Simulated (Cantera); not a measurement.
A perfectly stirred reactor is fed with 15.2 % CH4, 17.9 % O2, 67.0 % N2, equivalence ratio 1.7, at 750 Torr; it is adiabatic with a 750 K inlet, and is followed from long to short residence time, starting on the burning branch (τ in s: 0.17, 0.062, 0.022, 0.0081, 0.0029, 0.0011, 0.00039, 0.00014, 5.1e-05, 1.8e-05, 6.6e-06).

Cantera simulation using GRI-Mech 3.0 (53 species, 325 reactions); the numbers are that mechanism's predictions, not measurements.

One state of this run: T (K) = 2069; x CH4 = 0.00433; x O2 = 0.00371; x HO2 = 1.14e-6; x H = 0.00228; x HCN = 0.000238. x: mole fraction; the columns are a selection and need not sum to one.

Q: Which value of τ (s) does it belong to?
A. 0.022
B. 5.1e-5
C. 1.8e-5
D. 0.0011

A: D, 0.0011
